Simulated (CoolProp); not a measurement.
Saturation properties of R1336mzz(Z).

Model: reference Helmholtz-energy equation of state, McLinden 2020, in CoolProp.

| T (K) | p (bar) | liquid density (kg/m³) | liquid cp (kJ/(kg K)) | vapour Z |
|---|---|---|---|---|
| 319 | 1.563 | 1309 | 1.265 | 0.9297 |
| 322.3 | 1.742 | 1299 | 1.272 | 0.9243 |
| 325.6 | 1.937 | 1290 | 1.279 | 0.9186 |
| 328.9 | 2.149 | 1281 | 1.286 | 0.9127 |
| 332.2 | [?] | [?] | 1.294 | 0.9064 |
| 335.5 | 2.625 | [?] | [?] | 0.8999 |
| 338.9 | 2.900 | 1251 | 1.310 | 0.8929 |
| 342.2 | 3.187 | 1241 | [?] | 0.8857 |
| 345.5 | 3.496 | 1231 | 1.326 | [?] |

Problem. Some entries are withheld; supply them.

Solution. 
- 332.2, p (bar): 2.377
- 332.2, liquid density (kg/m³): 1271
- 335.5, liquid density (kg/m³): 1261
- 335.5, liquid cp (kJ/(kg K)): 1.302
- 342.2, liquid cp (kJ/(kg K)): 1.318
- 345.5, vapour Z: 0.8783

It boils at 306.6 K under 1 atm.
